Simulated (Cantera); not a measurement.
Input (Python, Cantera):

```python
import numpy as np
import cantera as ct

gas = ct.Solution("gri30.yaml")
gas.TPX = 675, 120000, {'C3H8': 1, 'O2': 3.85, 'N2': 14.5, 'H2O': 3.2}
flame = ct.FreeFlame(gas, width=0.035)
flame.set_refine_criteria(ratio=3, slope=0.08, curve=0.16)
flame.transport_model = "mixture-averaged"
flame.solve(loglevel=0, auto=True)
flame.transport_model = "multicomponent"
flame.soret_enabled = False
flame.solve(loglevel=0, refine_grid=True)
z, T = flame.grid, flame.T
thick = (T[-1] - T[0]) / np.gradient(T, z).max()
show = ['C3H8', 'O2', 'H2O', 'C2H2', 'HCO', 'CH2CO']
print(f"laminar burning velocity  {flame.velocity[0] * 100:.3f} cm/s")
print(f"burnt temperature         {T[-1]:.1f} K")
print(f"thermal thickness         {thick * 1e3:.4f} mm")
print(f"grid points               {len(z)}")
z0 = z[flame.heat_release_rate.argmax()]
print(f"{'z/mm':>9s}{'T/K':>9s}{'u/(m/s)':>9s}" + "".join(f"{s:>11s}" for s in show))
rows = []
for k in (-3, -2, -1.5, -1, -0.5, -0.25, 0, 0.25, 0.5, 1, 2, 4, 8):
    zz = z0 + k * thick
    rows.append([k * thick, np.interp(zz, z, T), np.interp(zz, z, flame.velocity),
                 *(np.interp(zz, z, flame.X[gas.species_index(s)]) for s in show)])
    print(f"{rows[-1][0] * 1e3:9.3f}{rows[-1][1]:9.1f}{rows[-1][2]:9.3f}" + "".join(f"{x:11.3e}" for x in rows[-1][3:]))
```

It prints:

```
laminar burning velocity  117.159 cm/s
burnt temperature         2155.1 K
thermal thickness         0.3025 mm
grid points               140
     z/mm      T/K  u/(m/s)       C3H8         O2        H2O       C2H2        HCO      CH2CO
   -0.907    675.3    1.175  4.424e-02  1.702e-01  1.415e-01  1.589e-07  7.423e-17  2.841e-08
   -0.605    677.7    1.184  4.407e-02  1.693e-01  1.413e-01  1.898e-06  1.343e-14  4.322e-07
   -0.454    688.0    1.208  4.384e-02  1.676e-01  1.417e-01  1.201e-05  2.157e-12  3.496e-06
   -0.302    748.0    1.328  4.282e-02  1.607e-01  1.461e-01  9.772e-05  7.596e-10  3.858e-05
   -0.151   1068.0    1.959  3.092e-02  1.269e-01  1.699e-01  8.924e-04  5.797e-07  5.117e-04
   -0.076   1405.6    2.668  1.047e-02  8.780e-02  1.963e-01  2.304e-03  1.928e-05  1.361e-03
    0.000   1735.8    3.372  2.917e-04  4.509e-02  2.239e-01  3.851e-03  4.941e-05  1.118e-03
    0.076   1911.1    3.723  3.046e-07  1.929e-02  2.385e-01  1.737e-03  2.219e-05  2.031e-04
    0.151   1973.2    3.832  5.236e-11  8.573e-03  2.426e-01  3.187e-04  5.097e-06  2.036e-05
    0.302   2012.3    3.885  8.443e-16  3.198e-03  2.421e-01  7.347e-06  2.910e-07  3.010e-07
    0.605   2047.6    3.937 -7.230e-17  1.769e-03  2.417e-01  1.492e-08  1.397e-07  5.531e-10
    1.210   2084.1    3.998 -9.932e-18  1.035e-03  2.443e-01  6.133e-12  9.977e-08  2.227e-13
    2.420   2116.2    4.051 -4.167e-18  4.946e-04  2.472e-01 -2.811e-16  6.493e-08  2.905e-16
```

Computed with Cantera and GRI-Mech 3.0 (53 species, 325 reactions). GRI-Mech 3.0 was tuned for natural gas; its chemistry of propane as a main component is partial and can be far from experiment. Burning velocities carry a grid error of a few per cent, more on coarse grids.
